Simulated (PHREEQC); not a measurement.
A solution holds 53 mmol/kgw CuCl2, 9.1 mmol/kgw HNO3 and 5.3 mmol/kgw H3BO3, at 68 °C. Closed to the air; pH follows from the charge balance.

All values are PHREEQC results (ion-association model, wateq4f.dat), not measurements.

```csv
quantity,before,after
pH,2.14,4.06
ionic strength (mol/kgw),0.131,0.00167
Cl- (mol/kgw),0.0872,0.00105
```

**Question.** Which change was made?
A. H3BO3 left out
B. 0.0015 mol/kgw CsOH added
C. H3BO3 from 0.0053 to 0.00795 mol/kgw
D. diluted 100-fold with water
E. temperature from 68 to 70 °C

**Answer.** D, diluted 100-fold with water

This is a speciation only: nothing precipitates in the calculation. Away from 25 °C the constants follow the database's enthalpies or fits; those with neither stay at their 25 °C values.
